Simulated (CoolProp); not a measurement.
Vapour-liquid equilibrium of n-butane (1) + R245fa (2) at 111.55 °C; x and y are mole fractions of (1).

Computed with CoolProp (multi-fluid Helmholtz-energy mixture model, Bücker 2006 and Akasaka 2015; pair parameters Bell 2016).

Give the bubble pressure and the first vapour's composition at x = 0.5, 0.65, 0.8. Is there an azeotrope?

x = 0.5: 24.27 bar, y = 0.528; x = 0.65: 24.29 bar, y = 0.626; x = 0.8: 23.22 bar, y = 0.739. y crosses x between x = 0.5 and 0.65: the model has an azeotrope there.

Pair parameters are fitted to limited data, so mixtures are less certain than the pure fluids.
